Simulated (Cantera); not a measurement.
What does this Cantera script print?

```python
import numpy as np
import cantera as ct

gas = ct.Solution("gri30.yaml")
gas.TPX = 1825, 13332, {'C2H6': 1, 'N2': 2.6, 'H2O': 0.0052}
reactor = ct.IdealGasConstPressureReactor(gas, energy="off", clone=False)
net = ct.ReactorNet([reactor])
net.rtol, net.atol = 1e-08, 1e-18
show = ['C2H6', 'H', 'CH3', 'C2H2', 'C2H4', 'C2H', 'HCN']
times = np.geomspace(5e-06, 100, 14)

steps = ct.SolutionArray(gas, extra=["t"])
rows = []
print(f"{'t/s':>10s}{'T/K':>9s}{'P/Pa':>11s}" + "".join(f"{s:>11s}" for s in show))
for t in times:
    while net.time < t:
        t_next = net.step()
        steps.append(gas.state, t=t_next)
    rows.append([np.interp(t, steps.t, y) for y in (steps.T, steps.P, *steps(*show).X.T)])
    print(f"{t:10.3e}{rows[-1][0]:9.1f}{rows[-1][1]:11.4g}" + "".join(f"{x:11.3e}" for x in rows[-1][2:]))
rate = np.gradient(steps.T, steps.t)
print("integrator steps:", len(steps.t))
if steps.T.max() > steps.T[0] + 200:
    print(f"time of steepest temperature rise: {steps.t[rate.argmax()]:.4e} s")
gas.TPX = 1825, 13332, {'C2H6': 1, 'N2': 2.6, 'H2O': 0.0052}
gas.equilibrate("TP")
print(f"equilibrium (TP): T = {gas.T:.1f} K  " + "  ".join(f"{s} {gas[s].X[0]:.3e}" for s in show))
```

Result:

```
       t/s      T/K       P/Pa       C2H6          H        CH3       C2H2       C2H4        C2H        HCN
 5.000e-06   1825.0  1.333e+04  2.450e-01  4.237e-04  3.231e-02  5.549e-06  3.193e-03  3.791e-10  1.423e-08
 1.822e-05   1825.0  1.333e+04  1.333e-01  1.541e-03  6.189e-02  2.730e-03  5.309e-02  6.738e-07  6.928e-07
 6.641e-05   1825.0  1.333e+04  1.069e-02  2.260e-03  2.837e-02  5.693e-02  8.732e-02  7.671e-06  2.530e-06
 2.420e-04   1825.0  1.333e+04  3.694e-04  8.525e-04  5.700e-03  1.210e-01  3.381e-02  4.270e-06  3.211e-06
 8.819e-04   1825.0  1.333e+04  7.330e-05  4.376e-04  2.384e-03  1.469e-01  7.913e-03  2.360e-06  3.275e-06
 3.214e-03   1825.0  1.333e+04  4.276e-05  4.344e-04  1.834e-03  1.568e-01  1.299e-03  2.327e-06  3.404e-06
 1.171e-02   1825.0  1.333e+04  1.687e-05  5.120e-04  1.180e-03  1.656e-01  5.484e-04  2.627e-06  3.911e-06
 4.269e-02   1825.0  1.333e+04  2.612e-06  6.281e-04  4.831e-04  1.736e-01  2.141e-04  3.105e-06  5.243e-06
 1.556e-01   1825.0  1.333e+04  2.133e-07  7.062e-04  1.409e-04  1.767e-01  1.673e-04  3.436e-06  7.406e-06
 5.669e-01   1825.0  1.333e+04  2.383e-08  7.233e-04  4.444e-05  1.772e-01  1.650e-04  3.497e-06  1.015e-05
 2.066e+00   1825.0  1.333e+04  9.145e-09  7.254e-04  2.393e-05  1.774e-01  1.651e-04  3.503e-06  1.466e-05
 7.529e+00   1825.0  1.333e+04  8.904e-09  7.254e-04  2.345e-05  1.774e-01  1.651e-04  3.503e-06  3.030e-05
 2.744e+01   1825.0  1.333e+04  8.901e-09  7.254e-04  2.344e-05  1.773e-01  1.651e-04  3.502e-06  9.204e-05
 1.000e+02   1825.0  1.333e+04  8.896e-09  7.254e-04  2.344e-05  1.772e-01  1.650e-04  3.500e-06  3.167e-04
integrator steps: 1844
equilibrium (TP): T = 1825.0 K  C2H6 5.625e-09  H 7.256e-04  CH3 1.865e-05  C2H2 1.116e-01  C2H4 1.040e-04  C2H 2.204e-06  HCN 1.317e-01
```

Model: GRI-Mech 3.0 (53 species, 325 reactions), integrated in Cantera. GRI-Mech 3.0 stops at C3 and has no aromatics, soot or wall deposition, so with more carbon than oxygen in the feed, carbon stays in small species such as C2H2 where larger ones or solid carbon would form.
